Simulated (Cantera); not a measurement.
Charge: 1 mol CF₄, 0.042 mol H₂, held at 13.3 mbar.

Cantera equilibrium calculation (NASA polynomials, part measured and part estimated; ideal gas, pure solids and liquids). Candidate condensed phases: C, C₆H₆, C₇H₈, C₈H₁₈; 95 gas species. Gases not in the tables: C₂F₆ and larger saturated fluorocarbons. Equilibrium is a limit: real reactors are often held back by kinetics, nucleation or transport.

**Question.** Which condensed phases are stable at each of these points (T (K)): 1048, 1148, 1248, 1348, 1448, 1548, 1648, 1748, 1848, 1948?

**Answer.** 
```
T (K)  condensed phases  C condensed (%)
-----  ----------------  ---------------
1048        C(graphite)              2.1
1148        C(graphite)              2.1
1248        C(graphite)              2.1
1348        C(graphite)              2.1
1448        C(graphite)              2.1
1548        C(graphite)              2.1
1648        C(graphite)              2.0
1748        C(graphite)              1.7
1848        C(graphite)              0.9
1948           gas only              0.0
```

From 1048 K to 1848 K the condensed part is C(graphite). At 1948 K nothing is condensed.
